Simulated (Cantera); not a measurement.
Feed: 1 mol Al(CH₃)₃, 24 mol N₂O, 270 mol H₂, equilibrated at 2.78 Torr.

Method: chemical equilibrium by Gibbs-energy minimisation in Cantera with the NASA 1993 tables (ideal gas, pure condensed phases). Candidate condensed phases: Al, AlN, Al₂O₃, C, C₆H₆, C₇H₈, C₈H₁₈, H₂O; 148 gas species. The feed counts by its element totals alone. The numbers say what is thermodynamically allowed, not how fast it happens.

### Question
At 1750 K, list the 5 most abundant gas species with their mole fractions, and the condensed phases.

### Answer
H₂ 0.843, N₂ 0.0795, H₂O 0.0643, CO 0.00973, H 0.00351. Condensed: Al₂O₃(s).
